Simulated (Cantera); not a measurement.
Feed: 1 mol MgF2, 0.11 mol O2, 0.42 mol N2, at 2200 K and 1.90 Pa.

These are equilibrium values from Cantera (NASA tables, ideal gas, pure condensed phases), not measurements of a reactor. Candidate condensed phases: Mg, MgF2, MgO; 24 gas species. Kinetics and transport are ignored.

Base state: MgF2 0.506, N2 0.238, F 0.0855, O 0.0854, MgF 0.0421, Mg 0.0216, O2 0.0189, NO 0.00209 (mole fractions); condensed: gas only.

Question: What changes in the equilibrium state with this change: O2 from 0.11 to 0.69 mol?

Answer: 
```json
[
 {"species": "MgF2", "before": "0.506", "after": "0.331"},
 {"species": "O", "before": "0.0854", "after": "0.236"},
 {"species": "N2", "before": "0.238", "after": "0.159"},
 {"species": "O2", "before": "0.0189", "after": "0.144"},
 {"species": "MgF", "before": "0.0421", "after": "0.0326"},
 {"species": "F", "before": "0.0855", "after": "0.0723"},
 {"species": "Mg", "before": "0.0216", "after": "0.0198"},
 {"species": "MgO", "before": "4.11e-5", "after": "0.000104"},
 {"species": "NO", "before": "0.00209", "after": "0.00470"}
]
```
